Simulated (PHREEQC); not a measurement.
Consider water at 25 °C with 0.0035 mol/kgw HF, 0.14 mol/kgw NaF and 1.6e-05 mol/kgw H4SiO4. Closed to the air; pH follows from the charge balance.

Computed with PHREEQC (ion-association model, wateq4f.dat).

```csv
quantity,before,after
pH,4.81,8.07
HF (mol/kgw),0.00222,1.26e-6
HF2- (mol/kgw),0.00117,6.87e-7
SI of Quartz (SiO2),-6.19,-0.81
```

Which change was made?
(A) HF replaced by LiF at the same molality
(B) temperature from 25 to 10 °C
(C) HF from 0.0035 to 0.00175 mol/kgw
(D) temperature from 25 to 35 °C
(E) H4SiO4 from 1.6e-05 to 8e-05 mol/kgw

A, HF replaced by LiF at the same molality

This is a speciation only: nothing precipitates in the calculation. SiF6-2 is the database's only silicon fluoride.
